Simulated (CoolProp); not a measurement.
Vapour-liquid equilibrium of R22 (1) + R142b (2) at -75.05 °C; x and y are mole fractions of (1).

Values from CoolProp's multi-fluid Helmholtz-energy mixture model, Kamei 1995 and Lemmon 2006; pair parameters Bell 2016.

| x | bubble pressure, mixture model (MPa) | bubble pressure, Raoult's law (MPa) | y, mixture model | y, Raoult's law |
|---|---|---|---|---|
| 0.05 | 0.002980 | 0.002991 | 0.241 | 0.245 |
| 0.125 | 0.003842 | 0.003913 | 0.456 | 0.469 |
| 0.2 | … | 0.004835 | … | 0.607 |
| 0.275 | 0.005510 | 0.005757 | … | 0.701 |
| 0.35 | 0.006352 | 0.006679 | 0.753 | 0.769 |
| 0.425 | 0.007216 | 0.007601 | 0.808 | 0.820 |
| 0.5 | 0.008109 | 0.008523 | 0.852 | 0.861 |
| 0.575 | 0.009035 | 0.009445 | 0.888 | 0.893 |
| 0.65 | 0.009995 | 0.01037 | … | 0.920 |
| 0.725 | … | 0.01129 | 0.943 | 0.942 |
| 0.8 | 0.01199 | 0.01221 | 0.963 | 0.961 |
| 0.875 | 0.01301 | 0.01313 | 0.980 | 0.977 |
| 0.95 | 0.01402 | 0.01405 | 0.993 | 0.992 |

**Question.** Some entries are withheld; supply them.

**Answer.** 
- 0.2, bubble pressure, mixture model (MPa): 0.004679
- 0.2, y, mixture model: 0.590
- 0.275, y, mixture model: 0.683
- 0.65, y, mixture model: 0.918
- 0.725, bubble pressure, mixture model (MPa): 0.01098

The largest gap from Raoult's law is -5.1 % in bubble pressure, at x = 0.425. No azeotrope shows between x = 0.05 and 0.95.

Pair parameters are fitted to limited data, so mixtures are less certain than the pure fluids.
